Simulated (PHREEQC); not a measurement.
A column of 0.5 m (40 cells, dispersivity 0.04 m, 3600 s a shift, diffusion coefficient 3e-10 m²/s) holds 0.0029 eq of the database's cation exchanger X per kg of pore water, first in equilibrium with 0.019 mol/kgw Na2SO4 and 1e-05 mol/kgw HCl. It is flushed with 0.56 mmol/kgw MgSO4 and 0.01 mmol/kgw HCl, at 25 °C. Values are for the last cell. The system is closed to CO2. No solid was allowed to form.

Computed with PHREEQC (ion-association model, phreeqc.dat).

| pore volumes | Mg in solution (mol/kgw) | Na in solution (mol/kgw) | S in solution (mol/kgw) | NaX on the exchanger (mol/kgw) | MgX2 on the exchanger (mol/kgw) |
|---|---|---|---|---|---|
| 0 | 0 | 0.0380 | 0.0190 | 0.00290 | 0 |
| 0.5125 | ___ | 0.0359 | 0.0179 | 0.00290 | 4.22e-12 |
| 1.012 | 1.33e-11 | ___ | 0.00816 | 0.00290 | 1.89e-10 |
| 1.262 | 4.43e-12 | ___ | 0.00448 | 0.00290 | 2.31e-10 |
| 1.762 | 4.03e-13 | ___ | 0.00142 | 0.00290 | 2.47e-10 |
| 2.263 | 1.00e-13 | 0.00145 | ___ | 0.00290 | 2.49e-10 |
| 2.763 | 6.57e-14 | 0.00118 | 0.000591 | 0.00290 | 2.49e-10 |
| 3.013 | ___ | 0.00115 | 0.000573 | 0.00290 | 2.50e-10 |
| 3.513 | 0.000279 | 0.000568 | 0.000562 | 5.09e-5 | 0.00142 |
| 4.013 | 0.000534 | 5.23e-5 | 0.000560 | 3.41e-6 | 0.00145 |
| 4.513 | 0.000556 | 8.16e-6 | 0.000560 | 5.22e-7 | 0.00145 |
| 5.013 | 0.000559 | 1.45e-6 | 0.000560 | 9.26e-8 | 0.00145 |
| 5.263 | 0.000560 | 6.27e-7 | 0.000560 | 4.00e-8 | 0.00145 |
| 5.763 | 0.000560 | 1.20e-7 | 0.000560 | 7.67e-9 | 0.00145 |
| 6.263 | 0.000560 | 2.36e-8 | 0.000560 | 1.50e-9 | 0.00145 |
| 6.763 | 0.000560 | 4.66e-9 | 0.000560 | 2.97e-10 | 0.00145 |
| 7.013 | 0.000560 | 2.08e-9 | 0.000560 | 1.32e-10 | 0.00145 |
| 7.513 | 0.000560 | 4.14e-10 | 0.000560 | ___ | 0.00145 |
| 8.012 | 0.000560 | 8.25e-11 | 0.000560 | 5.26e-12 | 0.00145 |

Question: Complete the blanks.

Answer: 
- 0.5125, Mg in solution (mol/kgw): 1.62e-12
- 1.012, Na in solution (mol/kgw): 0.0163
- 1.262, Na in solution (mol/kgw): 0.00897
- 1.762, Na in solution (mol/kgw): 0.00283
- 2.263, S in solution (mol/kgw): 0.000726
- 3.013, Mg in solution (mol/kgw): 6.18e-14
- 7.513, NaX on the exchanger (mol/kgw): 2.64e-11

Complexes and solids missing from the database can't appear.
